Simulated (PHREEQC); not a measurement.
K2CO3 is added in steps, without added water, to 1 kg of water holding 0.073 mol AgF, 0.014 mol NaCl and 0.12 mol Zn(NO3)2, at 25 °C. O2 is buffered at 0.21 atm. No CO2 enters from the air. The run lets Zn(OH)2-a, ZnCO3:H2O, Zn5(OH)8Cl2, Cerargyrite, Ag2O, Ag2CO3, Halite, Nahcolite, Natron, ZnF2 precipitate or redissolve, and no other solid.

Base run: PHREEQC, ion-association model, wateq4f.dat. Each further column changes one thing. The table gives pH.

```json
[
 {"K2CO3 added (mol)": "0", "base": "6.07", "metal-ligand complexes left out": "6.13", "Debye-Hückel limiting law": "6.33", "Davies equation for every ion": "6.08", "all activity coefficients set to 1": "5.89"},
 {"K2CO3 added (mol)": "0.027", "base": "6.54", "metal-ligand complexes left out": "6.39", "Debye-Hückel limiting law": "6.97", "Davies equation for every ion": "6.54", "all activity coefficients set to 1": "6.30"},
 {"K2CO3 added (mol)": "0.063", "base": "6.68", "metal-ligand complexes left out": "6.54", "Debye-Hückel limiting law": "7.07", "Davies equation for every ion": "6.68", "all activity coefficients set to 1": "6.45"},
 {"K2CO3 added (mol)": "0.09", "base": "6.84", "metal-ligand complexes left out": "6.70", "Debye-Hückel limiting law": "7.20", "Davies equation for every ion": "6.84", "all activity coefficients set to 1": "[?]"},
 {"K2CO3 added (mol)": "0.117", "base": "7.08", "metal-ligand complexes left out": "6.96", "Debye-Hückel limiting law": "[?]", "Davies equation for every ion": "7.09", "all activity coefficients set to 1": "6.90"},
 {"K2CO3 added (mol)": "0.153", "base": "9.68", "metal-ligand complexes left out": "9.72", "Debye-Hückel limiting law": "9.44", "Davies equation for every ion": "9.70", "all activity coefficients set to 1": "[?]"},
 {"K2CO3 added (mol)": "0.18", "base": "10.21", "metal-ligand complexes left out": "10.25", "Debye-Hückel limiting law": "9.88", "Davies equation for every ion": "10.23", "all activity coefficients set to 1": "10.47"},
 {"K2CO3 added (mol)": "0.207", "base": "10.35", "metal-ligand complexes left out": "10.39", "Debye-Hückel limiting law": "9.97", "Davies equation for every ion": "10.38", "all activity coefficients set to 1": "10.63"},
 {"K2CO3 added (mol)": "0.243", "base": "10.45", "metal-ligand complexes left out": "10.49", "Debye-Hückel limiting law": "10.00", "Davies equation for every ion": "10.50", "all activity coefficients set to 1": "10.75"},
 {"K2CO3 added (mol)": "0.27", "base": "10.50", "metal-ligand complexes left out": "10.54", "Debye-Hückel limiting law": "[?]", "Davies equation for every ion": "10.57", "all activity coefficients set to 1": "10.81"},
 {"K2CO3 added (mol)": "0.297", "base": "10.54", "metal-ligand complexes left out": "10.58", "Debye-Hückel limiting law": "10.00", "Davies equation for every ion": "10.62", "all activity coefficients set to 1": "[?]"},
 {"K2CO3 added (mol)": "0.333", "base": "10.59", "metal-ligand complexes left out": "10.62", "Debye-Hückel limiting law": "9.99", "Davies equation for every ion": "10.69", "all activity coefficients set to 1": "10.91"},
 {"K2CO3 added (mol)": "0.36", "base": "10.61", "metal-ligand complexes left out": "10.64", "Debye-Hückel limiting law": "9.98", "Davies equation for every ion": "10.73", "all activity coefficients set to 1": "10.94"}
]
```

Task: Complete the blanks.

Result: 
- 0.09, all activity coefficients set to 1: 6.64
- 0.117, Debye-Hückel limiting law: 7.44
- 0.153, all activity coefficients set to 1: 9.91
- 0.27, Debye-Hückel limiting law: 10.01
- 0.297, all activity coefficients set to 1: 10.86

The ionic strength passes 0.7 mol/kgw, the rough limit of the ion-association models, in part of: base; metal-ligand complexes left out; Debye-Hückel limiting law; Davies equation for every ion; all activity coefficients set to 1. The database's zinc carbonate complexes are estimates, stronger than later reviews accept.
